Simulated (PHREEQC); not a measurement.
Dissolve 130 mmol/kgw CsOH, 0.12 mmol/kgw NaAlO2 and 0.52 mmol/kgw Na2CO3 at 20 °C. Closed to the air; pH follows from the charge balance.

The numbers come from PHREEQC with the ion-association model, wateq4f.dat.

pH: 13.15
ionic strength: 0.132 mol/kgw
total alkalinity: 132 meq/kg

```json
[
 {"species": "OH-", "molality": "0.130", "activity": "0.0965", "log γ": "-0.130"},
 {"species": "Cs+", "molality": "0.130", "activity": "0.0998", "log γ": "-0.115"},
 {"species": "Na+", "molality": "0.00116", "activity": "0.000889", "log γ": "-0.114"},
 {"species": "CO3-2", "molality": "0.000517", "activity": "0.000185", "log γ": "-0.447"},
 {"species": "Al(OH)4-", "molality": "0.000120", "activity": "9.11e-5", "log γ": "-0.120"},
 {"species": "NaCO3-", "molality": "3.06e-6", "activity": "2.36e-6", "log γ": "-0.112"},
 {"species": "HCO3-", "molality": "3.97e-7", "activity": "3.07e-7", "log γ": "-0.112"}
]
```

No solid was allowed to form.
